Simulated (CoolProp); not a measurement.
n-perfluorobutane at several states: fugacity coefficient from the reference equation and from simpler models built on Tc = 113.2 °C, pc = 2.322 MPa, ω = 0.372; each cubic takes its own stable root.

Computed with CoolProp (reference Helmholtz-energy equation of state, Gao 2022).

| T (°C) | p (MPa) | phase | reference | van der Waals | Redlich-Kwong | Soave-Redlich-Kwong | Peng-Robinson |
|---|---|---|---|---|---|---|---|
| -122.05 | 0.0118 | liquid | 0.0003320 | 0.8337 | 0.007012 | (withheld) | 0.0005966 |
| 86.35 | 0.0648 | gas | 0.9885 | 0.9902 | 0.9883 | 0.9878 | 0.9867 |
| -58.55 | 0.45 | liquid | (withheld) | 0.2760 | (withheld) | (withheld) | (withheld) |

Q: Some entries are withheld; supply them.

A: 
- -122.05, Soave-Redlich-Kwong: 0.0004668
- -58.55, reference: 0.01104
- -58.55, Redlich-Kwong: 0.04574
- -58.55, Soave-Redlich-Kwong: 0.01137
- -58.55, Peng-Robinson: 0.01195
